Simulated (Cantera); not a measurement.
Input: 1 mol Si, 0.016 mol N₂O, 1.2 mol N₂, 0.012 mol CO₂, at 2000 K and 750 Torr.

Equilibrium computed with Cantera from the NASA thermochemical tables; the gas is ideal and each condensed phase is pure. Mutual solubility and eutectic melting of coexisting phases are not modelled. The numbers say what is thermodynamically allowed, not how fast it happens.

| species | before | after |
|---|---|---|
| CO | 0.0107 | 0.539 |
| N₂ | 0.986 | 0.399 |
| SiO | 0.00305 | 0.0620 |
| CO₂ | 1.63e-8 | 0.000136 |
| Si | 1.32e-5 | 1.60e-6 |
| SiC(s), mol | 0.00585 | 0 |
| Si₂N₂O(s), mol | 0.0321 | 0.104 |
| Si₃N₄(s), mol | 0.309 | 0 |
| SiO₂(l), mol | 0 | 0.620 |
Gas species are given as mole fractions.

Question: Which change was made?
A. pressure from 750 Torr to 10.0 Torr
B. CO₂ from 0.012 to 1.5 mol
C. temperature from 2000 K to 1573 K
D. temperature from 2000 K to 1873 K

Answer: B, CO₂ from 0.012 to 1.5 mol. The tables hold silica as quartz up to 1696 K and as liquid above; real silica turns to tridymite and cristobalite and melts near 1996 K
